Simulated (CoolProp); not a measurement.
Vapour-liquid equilibrium of CHF3 (R23) (1) + ethane (2) at 19.8 bar; x and y are mole fractions of (1).

Values from CoolProp's multi-fluid Helmholtz-energy mixture model, Penoncello 2003 and Bücker 2006; pair parameters Bell 2016.

Give the bubble temperature and the first vapour's composition at x = 0.05, 0.725, 0.8. Is there an azeotrope?

x = 0.05: 261.1 K, y = 0.121; x = 0.725: 251.9 K, y = 0.606; x = 0.8: 253.4 K, y = 0.661. y crosses x between x = 0.5 and 0.575: the model has an azeotrope there.

The pair parameters rest on a limited set of measurements; away from them the model extrapolates. With so large a gap from Raoult's law the liquid may split in two, which this calculation doesn't test in full.
